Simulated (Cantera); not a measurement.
Cantera run, input and output.

```python
import numpy as np
import cantera as ct

gas = ct.Solution("gri30.yaml")


def delay(T, t_max=10):
    gas.TPX = T, 101325, {'CO': 1, 'H2': 0.15, 'O2': 1.34, 'N2': 5.03, 'CO2': 0.33}
    reactor = ct.IdealGasReactor(gas, clone=False)
    net = ct.ReactorNet([reactor])
    net.rtol, net.atol = 1e-8, 1e-16
    while net.time < t_max:
        t_old, T_old = net.time, reactor.T
        net.step()
        if reactor.T > T + 400:  # ignition: a rise of 400 K
            return t_old + (T + 400 - T_old) / (reactor.T - T_old) * (net.time - t_old)
    return np.nan


taus = []
for T in [1100, 1150, 1200, 1250, 1300, 1350, 1400]:
    taus.append(delay(T))
    print(f"T0 = {T:6g} K   tau = {taus[-1]:.4e} s")
```

It prints:

```
T0 =   1100 K   tau = 2.6072e-04 s
T0 =   1150 K   tau = 1.9473e-04 s
T0 =   1200 K   tau = 1.5786e-04 s
T0 =   1250 K   tau = 1.3521e-04 s
T0 =   1300 K   tau = 1.2060e-04 s
T0 =   1350 K   tau = 1.1103e-04 s
T0 =   1400 K   tau = 1.0495e-04 s
```

Cantera simulation using GRI-Mech 3.0 (53 species, 325 reactions); the numbers are that mechanism's predictions, not measurements. Where the delays flatten at high temperature, the 400 K rule measures the pace of heat release, not the induction time.
